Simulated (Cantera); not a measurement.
A closed system holds: 1 mol Pb, 2.1 mol CO, 8.7 mol H₂, held at 280000 Pa.

Equilibrium computed with Cantera from the NASA thermochemical tables; the gas is ideal and each condensed phase is pure. Candidate condensed phases: C, C₆H₆, C₇H₈, C₈H₁₈, H₂O, Pb, PbO, PbO₂, Pb₃O₄; 113 gas species. Rates play no part.

Q: At 1998 K, list the 5 most abundant gas species with their mole fractions, and the condensed phases.

A: H₂ 0.736, CO 0.178, Pb 0.0846, H 0.000823, H₂O 0.000194. Condensed: gas only.
